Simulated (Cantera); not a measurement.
Cantera run, input and output.

```python
import numpy as np
import cantera as ct

gas = ct.Solution("gri30.yaml")


def delay(T, t_max=10):
    gas.TPX = T, 58000, {'CO': 1, 'H2': 1.2, 'O2': 1.86, 'N2': 12.3}
    reactor = ct.IdealGasConstPressureReactor(gas, clone=False)
    net = ct.ReactorNet([reactor])
    net.rtol, net.atol = 1e-8, 1e-16
    while net.time < t_max:
        t_old, T_old = net.time, reactor.T
        net.step()
        if reactor.T > T + 400:  # ignition: a rise of 400 K
            return t_old + (T + 400 - T_old) / (reactor.T - T_old) * (net.time - t_old)
    return np.nan


taus = []
for T in [1200, 1250, 1300, 1350, 1400, 1450, 1500, 1550]:
    taus.append(delay(T))
    print(f"T0 = {T:6g} K   tau = {taus[-1]:.4e} s")
```

Output:

```
T0 =   1200 K   tau = 2.1988e-04 s
T0 =   1250 K   tau = 1.9924e-04 s
T0 =   1300 K   tau = 1.8787e-04 s
T0 =   1350 K   tau = 1.8319e-04 s
T0 =   1400 K   tau = 1.8374e-04 s
T0 =   1450 K   tau = 1.8863e-04 s
T0 =   1500 K   tau = 1.9723e-04 s
T0 =   1550 K   tau = 2.0908e-04 s
```

Cantera simulation using GRI-Mech 3.0 (53 species, 325 reactions); the numbers are that mechanism's predictions, not measurements. Where the delays flatten at high temperature, the 400 K rule measures the pace of heat release, not the induction time.
